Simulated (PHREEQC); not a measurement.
Brine: an equilibrium model

Make-up at 25 °C and 300 atm: 0.52 mol Na2CO3, 0.18 mol H3BO3 and 0.0013 mol H4SiO4 per kg of water. Closed to the air; pH follows from the charge balance.

Computed with PHREEQC (Pitzer model, pitzer.dat).

This is a speciation only: nothing precipitates in the calculation.

Predict the pH.

pH 9.83.

In which forms is B present?

B(OH)4- 85 %, B(OH)3 6.0 %, B4O5(OH)4-2 6.0 %, B3O3(OH)4- 2.6 % of the B.

Complexes and solids missing from the database can't appear. In brines, pH and single-ion activities rest on the MacInnes convention. Under pressure, the constants of complexes without a molar volume in the database are unreliable.
